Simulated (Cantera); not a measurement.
A perfectly stirred reactor is fed with C2H6 : N2 = 1 : 4 (molar parts), at 0.00110 bar; it is held at 1000 K, and followed from long to short residence time.

Computed with Cantera and GRI-Mech 3.0 (53 species, 325 reactions). GRI-Mech 3.0 stops at C3 and has no aromatics, soot or wall deposition, so with more carbon than oxygen in the feed, carbon stays in small species such as C2H2 where larger ones or solid carbon would form. Radical loss at walls, strong at low pressure, is not modelled.

x: mole fraction; the columns are a selection and need not sum to one.

```tsv
τ (s)	x C2H6	x H	x H2	x CH4	x CH3
7.5	0.187	4.24e-7	0.0101	0.000977	…
1.4	0.199	2.12e-7	0.00102	6.62e-5	…
0.28	0.200	4.42e-8	4.27e-5	4.63e-6	…
0.053	0.200	4.59e-9	8.40e-7	4.41e-7	…
0.010	0.200	2.45e-10	8.45e-9	2.40e-8	…
0.0020	0.200	9.88e-12	6.82e-11	1.06e-9	…
0.00038	0.200	<1e-12	<1e-12	3.93e-11	…
```

Fill in the missing entries.


- 7.5, x CH3: 8.78e-6
- 1.4, x CH3: 3.35e-6
- 0.28, x CH3: 1.18e-6
- 0.053, x CH3: 5.93e-7
- 0.010, x CH3: 1.71e-7
- 0.0020, x CH3: 3.79e-8
- 0.00038, x CH3: 7.37e-9
